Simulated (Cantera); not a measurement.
## Ignition delay

Mixture: 4.40 % CH4, 0.396 % CO, 20.0 % O2, 75.2 % N2, at 3.70 bar, adiabatic and at constant pressure. Ignition delay is the time to a rise of 400 K.

Detailed kinetics in Cantera: GRI-Mech 3.0 (53 species, 325 reactions).

```csv
T0 (K),delay (ms)
1275,3.62
1325,1.99
1375,1.13
1425,0.664
1475,0.404
1525,0.254
```

- apparent activation energy between 1425 and 1525 K = 170 kJ/mol
